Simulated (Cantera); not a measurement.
A perfectly stirred reactor is fed with CH4 : O2 : N2 = 1 : 2.7 : 10.2 (molar parts), equivalence ratio 0.74, at 5.72 atm; it is adiabatic with a 748 K inlet, and is followed from long to short residence time, starting on the burning branch (τ in s: 0.17, 0.052, 0.016, 0.0049, 0.0015, 0.00046, 0.00014, 4.4e-05, 1.3e-05, 4.1e-06).

Model: GRI-Mech 3.0 (53 species, 325 reactions), integrated in Cantera.

Task: Predict: blow-out, bracketed by the residence times tried; x(CH4) at τ = 0.170 s; x(O2) at τ = 0.170 s; x(CH2O) at τ = 0.170 s; x(CH3) at τ = 0.170 s; x(CO) at τ = 0.170 s; x(CH4) at τ = 0.460 ms; x(O2) at τ = 0.460 ms; x(CH2O) at τ = 0.460 ms; x(CH3) at τ = 0.460 ms; x(CO) at τ = 0.460 ms.

Result: 
```
Item                                                                           Value
------------------------------------------------  ----------------------------------
blow-out, bracketed by the residence times tried  burning at 44.0 µs, out at 13.0 µs
x(CH4) at τ = 0.170 s                                                        3.97e-7
x(O2) at τ = 0.170 s                                                          0.0480
x(CH2O) at τ = 0.170 s                                                       6.20e-8
x(CH3) at τ = 0.170 s                                                        1.65e-7
x(CO) at τ = 0.170 s                                                         0.00101
x(CH4) at τ = 0.460 ms                                                       7.43e-5
x(O2) at τ = 0.460 ms                                                         0.0516
x(CH2O) at τ = 0.460 ms                                                      1.27e-5
x(CH3) at τ = 0.460 ms                                                       2.84e-5
x(CO) at τ = 0.460 ms                                                        0.00468
```
